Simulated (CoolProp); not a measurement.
Aqueous magnesium chloride as a coolant, 16 % by mass, freezing at -18.8 °C, 1 atm.

Values from CoolProp's Melinder's fits for secondary coolants.

```
T (°C)  viscosity (mPa s)  Prandtl number  cp (kJ/(kg K))  conductivity (W/(m K))
------  -----------------  --------------  --------------  ----------------------
-0.5                 3.86            23.9           3.245                   0.524
4.4                  3.30            20.2           3.258                   0.532
9.3                  2.84            17.1           3.270                   0.541
14.1                 2.45            14.7           3.281                   0.549
19                   2.12            12.5           3.293                   0.558
23.9                 1.84            10.7           3.305                   0.566
28.7                 1.60            9.21           3.317                   0.574
33.6                 1.38            7.88           3.329                   0.582
```
